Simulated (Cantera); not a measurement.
An adiabatic, constant-volume homogeneous reactor starts with CH₄ : C₂H₆ : C₃H₈ : O₂ : N₂ : H₂O = 1 : 0.042 : 1.8 : 9.04 : 34 : 13 (molar parts), equivalence ratio 1.2, at 1098 K and 200000 Pa.

Detailed kinetics in Cantera: GRI-Mech 3.0 (53 species, 325 reactions). GRI-Mech 3.0 was tuned for natural gas; its chemistry of propane as a main component is partial and can be far from experiment.

**Question.** Predict: time of steepest temperature rise; temperature at 2.00 s; equilibrium temperature; x(NO) at 2.00 s.

**Answer.** 
```json
{
  "time_of_steepest_temperature_rise": "41.9 ms",
  "temperature at 2.00 s": "2608 K",
  "equilibrium_temperature": "2608 K",
  "x(NO) at 2.00 s": "0.00207 (gas-phase equilibrium 0.00207)"
}
```
